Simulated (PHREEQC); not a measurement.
Ca(OH)2 is added in steps, without added water, to 1 kg of water holding 0.0042 mol/kgw HF and 0.25 mol/kgw NH4F, at 25 °C. O2 is buffered at 0.21 atm. The system is closed to CO2. The run lets Fluorite precipitate or redissolve, and no other solid.

Base run: PHREEQC, ion-association model, phreeqc.dat. Each further column changes one thing. The table gives Ca+2 (mol/kgw).

```
Ca(OH)2 added (mol)     base  0.0049 mol/kgw CaBr2 added  temperature from 25 to 80 °C  NH4F from 0.25 to 0.275 mol/kgw  no solid may form
-------------------  -------  --------------------------  ----------------------------  -------------------------------  -----------------
0                          0                     3.08e-9                             0                                0                  0
0.0195               3.51e-9                     3.85e-9                       1.05e-8                          2.98e-9             0.0195
0.03575              4.49e-9                     5.01e-9                       1.34e-8                          3.71e-9             0.0357
0.05525              6.44e-9                     7.42e-9                    (withheld)                          5.06e-9         (withheld)
0.07475              1.04e-8                     1.26e-8                       3.00e-8                       (withheld)             0.0745
0.09425              2.12e-8                     2.93e-8                       5.99e-8                       (withheld)         (withheld)
0.1105               6.25e-8                     1.26e-7                    (withheld)                          2.56e-8              0.110
0.13                 0.00275                     0.00738                    (withheld)                          1.54e-7              0.127
```

### Question
Fill in the missing entries.

### Answer

- 0.05525, temperature from 25 to 80 °C: 1.89e-8
- 0.05525, no solid may form: 0.0551
- 0.07475, NH4F from 0.25 to 0.275 mol/kgw: 7.52e-9
- 0.09425, NH4F from 0.25 to 0.275 mol/kgw: 1.29e-8
- 0.09425, no solid may form: 0.0939
- 0.1105, temperature from 25 to 80 °C: 1.71e-7
- 0.13, temperature from 25 to 80 °C: 0.00298

 Away from 25 °C the constants follow the database's enthalpies or fits; those with neither stay at their 25 °C values. In at least one series the solution becomes supersaturated in solids that the run did not let form, among them Fluorite.
